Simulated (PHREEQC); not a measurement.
Consider water at 25 °C with 0.0045 mol/kgw HF, 0.08 mol/kgw KF and 0.022 mol/kgw H3PO4. Closed to the air; pH follows from the charge balance.

Equilibrium calculation in PHREEQC: ion-association model, wateq4f.dat.

Precipitation was switched off in this run.

Task: Order these F species by the share of F that they hold, largest first: HF2-, H2F2, F-, HF.

Result: F- (65 %), HF (23 %), HF2- (9.8 %), H2F2 (2.3 %)

The pH is 3.51 and the ionic strength 0.0804 mol/kgw. H3PO4, which wateq4f.dat lacks, is added to it with the constant of phreeqc.dat.
